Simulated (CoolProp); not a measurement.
Vapour-liquid equilibrium of sulfur hexafluoride (1) + R113 (2) at -29.65 °C; x and y are mole fractions of (1).

Values from CoolProp's multi-fluid Helmholtz-energy mixture model, Guder 2009 and Marx 1992; pair parameters Bell 2016.

```tsv
x	bubble pressure, mixture model (kPa)	bubble pressure, Raoult's law (kPa)	y, mixture model	y, Raoult's law
0.05	?	27.66	0.954	0.901
0.15	95.78	77.22	0.970	0.968
0.25	103.8	126.8	0.973	0.983
0.35	115.5	176.3	?	0.989
0.45	137.4	225.9	0.982	0.993
0.55	173.4	275.4	0.988	0.995
0.65	227.0	325.0	0.994	0.997
0.75	299.5	374.6	0.997	0.998
0.85	384.7	424.1	0.999	0.999
0.95	?	473.7	1.000	1.000
```

**Question.** Fill in the missing entries.

**Answer.** 
- 0.05, bubble pressure, mixture model (kPa): 63.92
- 0.35, y, mixture model: 0.976
- 0.95, bubble pressure, mixture model (kPa): 465.9

The largest gap from Raoult's law is +131.1 % in bubble pressure, at x = 0.05. No azeotrope shows between x = 0.05 and 0.95.

Pair parameters are fitted to limited data, so mixtures are less certain than the pure fluids. The gap from Raoult's law changes sign with composition, which may be real or a fault of the pair parameters; it wasn't checked against measurements. With so large a gap from Raoult's law the liquid may split in two, which this calculation doesn't test in full.
